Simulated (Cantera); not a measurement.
Charge: 1 mol Si, 1.5 mol Cl2, a varied amount of H2, at 673.15 K and 1100000 Pa.

Equilibrium computed with Cantera from the NASA thermochemical tables; the gas is ideal and each condensed phase is pure. Candidate condensed phases: Si; 19 gas species. Kinetics and transport are ignored.

What share of the Si ends up in condensed phases as a function of n(H2) (mol), at 0.54, 0.77, 1.1, 1.6, 2.2, 3.2, 4.5, 6.4, 9.1, 13, 18?


```csv
n(H2) (mol),Si condensed (%),as
0.54,18.0,Si(s)
0.77,17.0,Si(s)
1.1,15.9,Si(s)
1.6,14.8,Si(s)
2.2,13.9,Si(s)
3.2,12.8,Si(s)
4.5,11.8,Si(s)
6.4,10.7,Si(s)
9.1,9.7,Si(s)
13,8.7,Si(s)
18,7.7,Si(s)
```
